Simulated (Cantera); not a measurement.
Charge: 1 mol B, a varied amount of O2, equilibrated at 1823.15 K and 1000 Pa.

Method: chemical equilibrium by Gibbs-energy minimisation in Cantera with the NASA 1993 tables (ideal gas, pure condensed phases). Candidate condensed phases: B, B2O3; 10 gas species. Kinetics and transport are ignored.

log p: log10 of the partial pressure in bar; n: condensed amount in mol.

```csv
n(O2) (mol),log p O2,log p B2O2,log p B2O3,log p BO,log p BO2,log p O,n B(s),n B2O3(l)
0.36,<-14,-2.11,-2.72,-3.46,-7.25,-12.02,0.344,0
1.1,-2.30,-8.77,-2.33,-6.79,-3.53,-4.97,0,0.164
1.9,…,…,…,…,…,-4.90,0,0
2.7,-2.11,…,…,…,-3.68,-4.87,0,0
3.5,-2.08,-9.40,-2.84,-7.10,-3.73,-4.86,0,0
4.3,-2.06,-9.51,-2.94,-7.16,-3.78,-4.85,0,0
5.1,-2.05,-9.59,-3.02,-7.20,-3.82,-4.85,0,0
5.8,-2.04,-9.66,-3.08,-7.23,-3.84,-4.84,0,0
```

### Question
What belongs in the gaps?

### Answer

- 2.7, log p B2O2: -9.26
- 2.7, log p B2O3: -2.72
- 2.7, log p BO: -7.03
- 1.9, log p O2: -2.16
- 1.9, log p B2O2: -9.05
- 1.9, log p B2O3: -2.54
- 1.9, log p BO: -6.93
- 1.9, log p BO2: -3.60
